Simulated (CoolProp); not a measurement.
n-perfluorohexane at several states: fugacity coefficient from the reference equation and from simpler models built on Tc = 174.9 °C, pc = 1.742 MPa, ω = 0.497; each cubic takes its own stable root.

Values from CoolProp's reference Helmholtz-energy equation of state, Gao 2022.

```
T (°C)  p (MPa)   phase  reference
------  -------  ------  ---------
108.55     4.76  liquid     0.1077
-32.05    0.094  liquid    0.01183
-42.75    0.316  liquid   0.001535
-3.15    0.0134  liquid     0.5375
```

Q: How far does each simpler model (van der Waals, Peng-Robinson) lie from the reference over these 4 states: mean and median of the absolute difference, and the worst?

A: 
- van der Waals: mean 4675.2 %, median 3348.2 %, worst +11919.5 % at -42.75 °C and 0.316 MPa
- Peng-Robinson: mean 9.0 %, median 8.8 %, worst +17.0 % at -42.75 °C and 0.316 MPa

At some of these states van der Waals gives the other phase, because its saturation line lies elsewhere.
